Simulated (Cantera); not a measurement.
**Thermodynamics of silicon etching in halogen gases, feed Si + F₂ + N₂**

Input: 1 mol Si, 3.5 mol F₂, 44 mol N₂, equilibrated at 0.0930 bar.

Equilibrium computed with Cantera from the NASA thermochemical tables; the gas is ideal and each condensed phase is pure. Candidate condensed phases: Si, Si₃N₄; 16 gas species. Kinetics and transport are ignored.

From 798 K to 1448 K nothing is condensed. The main Si-bearing gas is SiF₄ throughout.

```
T (K)  log p N₂  log p F  log p F₂  log p SiF₄
-----  --------  -------  --------  ----------
798       -1.06    -3.44     -2.70       -2.70
848       -1.06    -3.10     -2.64       -2.70
898       -1.06    -2.83     -2.67       -2.70
948       -1.06    -2.62     -2.76       -2.70
998       -1.06    -2.47     -2.91       -2.71
1048      -1.07    -2.37     -3.11       -2.71
1098      -1.07    -2.30     -3.36       -2.71
1148      -1.07    -2.27     -3.64       -2.71
1198      -1.07    -2.25     -3.92       -2.71
1248      -1.07    -2.25     -4.19       -2.71
1298      -1.07    -2.24     -4.45       -2.71
1348      -1.07    -2.24     -4.69       -2.71
1398      -1.07    -2.24     -4.92       -2.71
1448      -1.07    -2.24     -5.14       -2.71
```
log p: log10 of the partial pressure in bar; nothing condenses.
